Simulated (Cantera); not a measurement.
Cantera run:

```python
import numpy as np
import cantera as ct

gas_names = """
    Cu CuO Cu2 H HO2 H2 H2O H2O2 O OH O2 O3
""".split()
cond_names = """
    Cu(cr) Cu(L) CuO(s) CuO2H2(s) Cu2O(s) Cu2O(L) H2O(s) H2O(L)
""".split()


# ... load() reads the species with a 1 bar reference pressure and builds the phases ...
atoms = {
    'Cu2O': {'Cu': 2, 'O': 1},
    'H2': {'H': 2},
}
top_T = {'CuO(s)': 1390}  # K; cautious upper limits of use, not melting points


# ... equilibrate(T, P, feed) seeds the gas with the atoms and calls Mixture.equilibrate('TP', solver="vcs", rtol=1e-11, max_steps=5000) ...
results = []
feed = {'Cu2O': 1, 'H2': 140}  # mol
P = 130  # Pa
for T in [900, 950, 1000, 1050, 1100, 1150, 1200, 1250, 1300, 1350, 1400, 1450, 1500]:
    mix = equilibrate(T, P, feed)
    results.append((T, P, feed, dict(zip(mix.species_names, mix.species_moles))))

top = {s: max(r[3][s] / sum(r[3][g] for g in gas_names) for r in results) for s in gas_names}
cols = sorted((s for s in top if top[s] > 0.0001), key=lambda s: -top[s])[:9]
seen = [c for c in cond_names if any(r[3].get(c, 0) > 1e-12 for r in results)]
print("log10 of partial pressures in bar; condensed amounts in mol")
print(f"{'T/K':>10s}" + "".join(f"{s[:9]:>10s}" for s in cols + seen))
for T, P, feed, n in results:
    ng = sum(n[g] for g in gas_names)
    print(f"{T:10.4g}" + "".join(f"{np.log10(max(n[s] / ng * P / 1e5, 1e-99)):10.3f}" for s in cols)
          + "".join(f"{n.get(c, 0):10.4g}" for c in seen))
```

Output:

```
log10 of partial pressures in bar; condensed amounts in mol
       T/K        H2       H2O        Cu         H    Cu(cr)     Cu(L)
       900    -2.889    -5.032   -12.744   -11.377         2         0
       950    -2.889    -5.032   -11.724   -10.699         2         0
      1000    -2.889    -5.032   -10.807   -10.089         2         0
      1050    -2.889    -5.032    -9.978    -9.536         2         0
      1100    -2.889    -5.032    -9.225    -9.032         2         0
      1150    -2.889    -5.032    -8.539    -8.572         2         0
      1200    -2.889    -5.032    -7.911    -8.149     1.999         0
      1250    -2.889    -5.032    -7.334    -7.760     1.995         0
      1300    -2.889    -5.032    -6.802    -7.401     1.983         0
      1350    -2.889    -5.032    -6.310    -7.068     1.947         0
      1400    -2.890    -5.033    -5.870    -6.758         0     1.855
      1450    -2.890    -5.033    -5.464    -6.469         0     1.628
      1500    -2.892    -5.035    -5.085    -6.200         0     1.108
```

Equilibrium computed with Cantera from the NASA thermochemical tables; the gas is ideal and each condensed phase is pure.
